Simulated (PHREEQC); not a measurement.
Solution (25 °C): 0.049 mol KH2PO4, 0.18 mol HF and 0.0024 mol ZnSO4 per kg of water. Closed to the air; pH follows from the charge balance.

Computed with PHREEQC (ion-association model, wateq4f.dat).

```tsv
quantity	before	after
pH	2.31	2.74
ionic strength (mol/kgw)	0.0624	0.0591
HF (mol/kgw)	0.0983	0.0216
H2PO4- (mol/kgw)	0.0311	0.0403
H2F2 (mol/kgw)	0.0255	0.00124
H3PO4 (mol/kgw)	0.0179	0.00872
SI of Goslarite (ZnSO4:7H2O)	-4.25	-4.17
SI of ZnF2 (ZnF2)	-5.24	-5.68
```

Problem. What was changed between the two runs?
(A) diluted 5-fold with water
(B) HF from 0.18 to 0.27 mol/kgw
(C) diluted 2-fold with water
(D) ZnSO4 from 0.0024 to 0.00048 mol/kgw
(E) HF from 0.18 to 0.036 mol/kgw

Solution. E, HF from 0.18 to 0.036 mol/kgw

No solid was allowed to form. wateq4f.dat counts part of the HF as a dimer, H2F2, which phreeqc.dat doesn't know; its constant is uncertain. H3PO4, which wateq4f.dat lacks, is added to it with the constant of phreeqc.dat. The database has no phosphate complexes of Zn.
